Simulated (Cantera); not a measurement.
Source: NASA polynomial tables (part measured, part estimated), evaluated in Cantera. Values are per mole of reaction as written; species without (g) are pure solids or liquids, kept so even where they would boil at 1 bar.

Q: Between 473 and 673 K, where is each reaction favourable under standard conditions?
- 10 H(g) + P4O10 = 2 P2(g) + 10 OH(g)

A: 
- 10 H(g) + P4O10 = 2 P2(g) + 10 OH(g): ΔG° is 1090 kJ at 473 K and 925 kJ at 673 K; it stays positive (K < 1). ΔH° is 1460 kJ and ΔS° 796 J/K at 673 K.
